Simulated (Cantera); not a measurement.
Feed: 1 mol (CH3)2SiCl2, 14 mol H2, at 0.0130 bar.

These are equilibrium values from Cantera (NASA tables, ideal gas, pure condensed phases), not measurements of a reactor. Candidate condensed phases: C, C6H6, C7H8, C8H18, Si, SiC; 109 gas species. The feed counts by its element totals alone. The tables' values for SiCl are old estimates; treat these amounts as uncertain. Equilibrium is a limit: real reactors are often held back by kinetics, nucleation or transport.

At 1650 °C, list the 6 most abundant gas species with their mole fractions, and the condensed phases.

H2 0.883, HCl 0.107, H 0.00776, SiCl2 0.00139, Cl 0.000709, C2H2 (acetylene) 0.000398. Condensed: C(graphite) + SiC(s).
